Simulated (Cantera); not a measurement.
An adiabatic, constant-pressure homogeneous reactor starts with 7.27 % CO, 4.58 % H2, 18.5 % O2, 69.6 % N2, at 1573 K and 3750 Torr.

Computed with Cantera and GRI-Mech 3.0 (53 species, 325 reactions). The hydrogen kinetics of GRI-Mech 3.0 are dated; newer H2 mechanisms differ, most at raised pressure.

One state of this run: T (K) = 1971; x CO = 0.0391; x H2 = 0.00182; x O2 = 0.141; x NO = 1.75e-5; x CO2 = 0.0356; x H2O2 = 7.33e-7. x: mole fraction; the columns are a selection and need not sum to one.

Question: Which value of t (s) does it belong to?
A) 4.31e-5
B) 9.28e-6
C) 0.00928
D) 0.0431

Answer: B, 9.28e-6
